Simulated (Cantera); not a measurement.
A perfectly stirred reactor is fed with H2 : O2 = 0.34 : 1 (molar parts), equivalence ratio 0.17, at 2670 Pa; it is held at 1398 K, and followed from long to short residence time.

Cantera simulation using the H2/O2 subset of GRI-Mech 3.0, which has no nitrogen chemistry; the numbers are that mechanism's predictions, not measurements. Radical loss at walls, strong at low pressure, is not modelled. The temperature is held fixed by assumption; the heat of reaction is taken as removed at once.

Q: Predict: x(H2) at τ = 0.340 s; x(O2) at τ = 0.340 s; x(H2O2) at τ = 0.340 s; x(H) at τ = 0.340 s; x(O) at τ = 0.340 s; x(H2) at τ = 17.0 ms; x(O2) at τ = 17.0 ms; x(H2O2) at τ = 17.0 ms; x(H) at τ = 17.0 ms; x(O) at τ = 17.0 ms.

A: 
* **x(H2) at τ = 0.340 s**: 0.000965
* **x(O2) at τ = 0.340 s**: 0.704
* **x(H2O2) at τ = 0.340 s**: 2.67e-7
* **x(H) at τ = 0.340 s**: 0.000711
* **x(O) at τ = 0.340 s**: 0.00409
* **x(H2) at τ = 17.0 ms**: 0.00613
* **x(O2) at τ = 17.0 ms**: 0.678
* **x(H2O2) at τ = 17.0 ms**: 5.46e-7
* **x(H) at τ = 17.0 ms**: 0.0124
* **x(O) at τ = 17.0 ms**: 0.0272
